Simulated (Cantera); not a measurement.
An adiabatic, constant-volume homogeneous reactor starts with 7.04 % C3H8, 25.1 % O2, 67.8 % N2, equivalence ratio 1.4, at 1600 K and 0.970 bar.

Model: GRI-Mech 3.0 (53 species, 325 reactions), integrated in Cantera. GRI-Mech 3.0 was tuned for natural gas; its chemistry of propane as a main component is partial and can be far from experiment. Above 3000 K some thermodynamic fits are extrapolated.

Problem. Predict: time of steepest temperature rise; temperature at 0.400 s; equilibrium temperature; x(O2) at 0.400 s; x(H2O) at 0.400 s; x(H2O2) at 0.400 s.

Solution. 
* **time of steepest temperature rise**: 28.6 µs
* **temperature at 0.400 s**: 3114 K
* **equilibrium temperature**: 3114 K
* **x(O2) at 0.400 s**: 0.00848 (gas-phase equilibrium 0.00848)
* **x(H2O) at 0.400 s**: 0.133 (gas-phase equilibrium 0.133)
* **x(H2O2) at 0.400 s**: 3.83e-7 (gas-phase equilibrium 3.83e-7)
